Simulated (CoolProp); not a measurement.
Properties of octamethyltrisiloxane (MDM) along the isobar 0.555 MPa (Tc = 565.4 K, pc = 1.438 MPa, ω = 0.528).

Computed with CoolProp (reference Helmholtz-energy equation of state, Thol 2017).

| T (K) | phase | isothermal compressibility (1/MPa) | expansivity (1/kK) |
|---|---|---|---|
| 217.8 | liquid | 0.0009422 | 1.087 |
| 234.2 | liquid | 0.001061 | 1.105 |
| 250.5 | liquid | 0.001199 | ? |
| 266.8 | liquid | 0.001359 | 1.156 |
| 283.1 | liquid | 0.001547 | ? |
| 299.5 | liquid | ? | 1.225 |
| 315.8 | liquid | ? | 1.269 |
| 332.1 | liquid | 0.002362 | 1.318 |
| 348.4 | liquid | 0.002756 | 1.376 |
| 364.8 | liquid | 0.003246 | 1.444 |
| 381.1 | liquid | 0.003860 | ? |
| 397.4 | liquid | 0.004644 | ? |
| 413.7 | liquid | ? | 1.735 |
| 430 | liquid | 0.007050 | 1.881 |
| 446.4 | liquid | 0.008983 | ? |
| 462.7 | liquid | 0.01178 | 2.324 |

Complete the blanks.


- 250.5, expansivity (1/kK): 1.128
- 283.1, expansivity (1/kK): 1.188
- 299.5, isothermal compressibility (1/MPa): 0.001772
- 315.8, isothermal compressibility (1/MPa): 0.002039
- 381.1, expansivity (1/kK): 1.523
- 397.4, expansivity (1/kK): 1.619
- 413.7, isothermal compressibility (1/MPa): 0.005671
- 446.4, expansivity (1/kK): 2.071
